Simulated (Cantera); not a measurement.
An isothermal, constant-pressure homogeneous reactor starts with H2 : O2 = 0.018 : 1 (molar parts), equivalence ratio 0.0090, at 1373 K and 0.00306 atm. Integrator tolerance rtol = 1e-08.

Cantera simulation using the H2/O2 subset of GRI-Mech 3.0, which has no nitrogen chemistry; the numbers are that mechanism's predictions, not measurements. Radical loss at walls, strong at low pressure, is not modelled.

Task: What does this change do: O2 1 to 3.1 parts?

Result: 
| quantity | before | after |
|---|---|---|
| x(H2) at 20.0 s | 9.49e-6 (gas-phase equilibrium 9.63e-8) | 4.30e-6 (gas-phase equilibrium 3.10e-8) |
| x(O2) at 20.0 s | 0.981 (gas-phase equilibrium 0.982) | 0.992 (gas-phase equilibrium 0.994) |
| x(O) at 20.0 s | 0.00110 (gas-phase equilibrium 1.10e-5) | 0.00159 (gas-phase equilibrium 1.11e-5) |
| x(HO2) at 20.0 s | 4.60e-8 (gas-phase equilibrium 2.28e-8) | 3.32e-8 (gas-phase equilibrium 1.31e-8) |
| x(H2O2) at 20.0 s | 1.79e-9 (gas-phase equilibrium 9.16e-11) | 9.25e-10 (gas-phase equilibrium 2.99e-11) |
| x(H2O) at 20.0 s | 0.0175 (gas-phase equilibrium 0.0178) | 0.00556 (gas-phase equilibrium 0.00577) |

Task: What does this change do: pressure from 0.00306 atm to 0.00148 atm?

Result: 
```csv
quantity,before,after
x(H2) at 20.0 s,9.49e-6 (gas-phase equilibrium 9.63e-8),4.82e-5 (gas-phase equilibrium 1.38e-7)
x(O2) at 20.0 s,0.981 (gas-phase equilibrium 0.982),0.976 (gas-phase equilibrium 0.982)
x(O) at 20.0 s,0.00110 (gas-phase equilibrium 1.10e-5),0.00577 (gas-phase equilibrium 1.59e-5)
x(HO2) at 20.0 s,4.60e-8 (gas-phase equilibrium 2.28e-8),5.75e-8 (gas-phase equilibrium 1.91e-8)
x(H2O2) at 20.0 s,1.79e-9 (gas-phase equilibrium 9.16e-11),1.80e-9 (gas-phase equilibrium 6.37e-11)
x(H2O) at 20.0 s,0.0175 (gas-phase equilibrium 0.0178),0.0169 (gas-phase equilibrium 0.0178)
```
